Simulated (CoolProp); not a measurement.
Vapour-liquid equilibrium of toluene (1) + n-octane (2) at 0.0552 bar; x and y are mole fractions of (1).

Model: multi-fluid Helmholtz-energy mixture model, Lemmon 2006 and Beckmüller 2019; pair parameters Bell 2016, in CoolProp.

Task: Give the bubble temperature and the first vapour's composition at x = 0.15, 0.35, 0.95. Is there an azeotrope?

Result: x = 0.15: 41.5 °C, y = 0.307; x = 0.35: 37.7 °C, y = 0.545; x = 0.95: 32.6 °C, y = 0.960. No azeotrope shows between x = 0.05 and 0.95.

Pair parameters are fitted to limited data, so mixtures are less certain than the pure fluids.
